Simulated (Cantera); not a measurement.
Input: 1 mol V₂O₅, 0.31 mol H₂, 0.33 mol N₂, at 675 °C and 20.0 Pa.

Method: chemical equilibrium by Gibbs-energy minimisation in Cantera with the NASA 1993 tables (ideal gas, pure condensed phases). Candidate condensed phases: H₂O, V, VN, VO, V₂O₃, V₂O₄, V₂O₅; 28 gas species. Condensed phases not in the tables: the oxides between V₂O₃ and V₂O₅ other than VO₂. Rates play no part.

Base state: O₂ 0.350, N₂ 0.335, H₂O 0.315, NO 1.44e-5 (mole fractions); condensed: V₂O₄(s).

Task: What changes in the equilibrium state with this change: temperature from 675 °C to 627 °C?

Result: 
| species | before | after |
|---|---|---|
| N₂ | 0.335 | 0.475 |
| H₂O | 0.315 | 0.446 |
| O₂ | 0.350 | 0.0792 |
| NO | 1.44e-5 | 4.39e-6 |
| V₂O₄(s), mol | 1.00 | 0.420 |
| V₂O₅(s), mol | 0 | 0.580 |
Gases not in the tables: V₄O₁₀.

Task: What changes in the equilibrium state with this change: temperature from 675 °C to 1427 °C?

Result: 
```tsv
species	before	after
O₂	0.350	0.335
N₂	0.335	0.322
H₂O	0.315	0.300
VO₂	<1e-9	0.0315
O	1.24e-9	0.00183
H₂	<1e-9	0.000736
V₂O₄(s), mol	1.00	0.984
```

Task: What changes in the equilibrium state with this change: temperature from 675 °C to 1552 °C?

Result: 
```json
[
 {"species": "VO₂", "before": "<1e-9", "after": "0.261"},
 {"species": "O₂", "before": "0.350", "after": "0.251"},
 {"species": "N₂", "before": "0.335", "after": "0.244"},
 {"species": "H₂O", "before": "0.315", "after": "0.222"},
 {"species": "OH", "before": "6.67e-7", "after": "0.0105"},
 {"species": "O", "before": "1.24e-9", "after": "0.00544"},
 {"species": "H₂", "before": "<1e-9", "after": "0.00213"},
 {"species": "H", "before": "<1e-9", "after": "0.00144"},
 {"species": "V₂O₄(s), mol", "before": "1.00", "after": "0"},
 {"species": "V₂O₄(l), mol", "before": "0", "after": "0.824"}
]
```
